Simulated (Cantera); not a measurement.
A closed system holds: 1 mol Ta₂O₅, 5 mol CO.

These are equilibrium values from Cantera (NASA tables, ideal gas, pure condensed phases), not measurements of a reactor. Candidate condensed phases: C, Ta, TaC, Ta₂O₅; 15 gas species. Mutual solubility and eutectic melting of coexisting phases are not modelled. TaC: taken at fixed stoichiometry. Condensed phases not in the tables: Ta₂C. Equilibrium is a limit: real reactors are often held back by kinetics, nucleation or transport.

What condenses at these points (T in K, P in Pa): (1825, 32); (1425, 10000); (1575, 32); (1975, 10); (1375, 1000000)?


```
T (K)  P in Pa  condensed phases  Ta condensed (%)
-----  -------  ----------------  ----------------
1825        32             Ta₂O₅             100.0
1425     10000       TaC + Ta₂O₅             100.0
1575        32       TaC + Ta₂O₅             100.0
1975        10             Ta₂O₅              99.2
1375   1000000         C + Ta₂O₅             100.0
```
